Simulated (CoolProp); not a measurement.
Vapour-liquid equilibrium of propylene (1) + R152A (2) at 0.122 MPa; x and y are mole fractions of (1).

Computed with CoolProp (multi-fluid Helmholtz-energy mixture model, Lemmon 2013 and Outcalt 1996; pair parameters Bell 2016).

```csv
x,bubble temperature (K),y at the bubble point,dew temperature at overall composition x (K),liquid density (mol/L)
0.05,248.3,0.230,252.4,15.21
0.125,242.7,0.441,250.7,15.22
0.2,238.8,0.563,249.0,15.17
0.275,236.2,0.639,247.2,15.10
0.35,234.4,0.690,245.2,15.01
0.425,233.1,0.726,243.2,14.91
0.5,232.2,0.754,240.9,14.82
0.575,231.5,0.779,238.5,14.72
0.65,230.9,0.802,235.8,14.64
0.725,230.4,0.827,233.2,14.56
0.8,230.0,0.856,230.9,14.50
0.875,229.7,0.895,229.8,14.45
0.95,229.6,0.949,229.6,14.40
```

y crosses x between x = 0.875 and 0.95: the model has an azeotrope there.

Pair parameters are fitted to limited data, so mixtures are less certain than the pure fluids.
